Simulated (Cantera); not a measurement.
## Nitride etching: BN + F2 + H2

Feed: 1 mol BN, 9 mol F2, 0.44 mol H2, equilibrated at 13.3 mbar.

Equilibrium computed with Cantera from the NASA thermochemical tables; the gas is ideal and each condensed phase is pure. Candidate condensed phases: B, BN; 31 gas species. The numbers say what is thermodynamically allowed, not how fast it happens.

```csv
T (°C),log p F,log p F2,log p BF3,log p HF,log p NF3,log p N2,log p NF2
450,-3.68,-2.06,-2.81,-2.87,-2.87,-4.01,-9.14
550,-2.96,-2.05,-2.86,-2.92,-3.63,-3.24,-8.45
650,-2.45,-2.16,-2.91,-2.97,-4.68,-3.22,-8.31
750,-2.14,-2.45,-2.99,-3.05,-5.86,-3.29,-8.44
850,-2.00,-2.92,-3.06,-3.11,-7.19,-3.36,-8.79
950,-1.96,-3.47,-3.08,-3.14,-8.51,-3.38,-9.22
1050,-1.95,-3.99,-3.09,-3.14,-9.70,-3.39,-9.63
1150,-1.94,-4.45,-3.09,-3.15,-10.73,-3.39,-9.99
1250,-1.94,-4.85,-3.09,-3.15,-11.64,-3.39,-10.30
```
log p: log10 of the partial pressure in bar; nothing condenses.

From 450 °C to 1250 °C nothing is condensed. The main B-bearing gas is BF3 throughout.
